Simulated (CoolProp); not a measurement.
R142b along the isotherm 429.6 K: fugacity coefficient from the reference equation and from simpler models built on Tc = 410.3 K, pc = 4.055 MPa, ω = 0.232; each cubic takes its own stable root.

Model: reference Helmholtz-energy equation of state, Lemmon 2006, in CoolProp. It is a short technical equation, of lower accuracy than the large ones.

```csv
p (MPa),phase,reference
0.0321,gas,0.9977
0.0484,gas,0.9965
0.073,gas,0.9947
0.11,gas,0.9920
0.166,gas,0.9880
0.25,gas,0.9819
0.378,gas,0.9727
0.57,gas,0.9589
0.86,gas,0.9382
1.3,gas,0.9071
1.96,gas,0.8609
2.95,gas,0.7922
4.45,supercritical,0.6878
6.72,supercritical,0.5316
10.1,supercritical,0.4047
```

Q: How far does each simpler model (van der Waals, Redlich-Kwong, Soave-Redlich-Kwong, Peng-Robinson) lie from the reference over these 15 states: mean and median of the absolute difference, and the worst?

A: 
- van der Waals: mean 1.4 %, median 0.4 %, worst +8.7 % at 429.6 K and 10.1 MPa
- Redlich-Kwong: mean 0.3 %, median 0.1 %, worst +2.9 % at 429.6 K and 10.1 MPa
- Soave-Redlich-Kwong: mean 0.7 %, median 0.0 %, worst +5.9 % at 429.6 K and 10.1 MPa
- Peng-Robinson: mean 0.8 %, median 0.5 %, worst -2.6 % at 429.6 K and 4.45 MPa
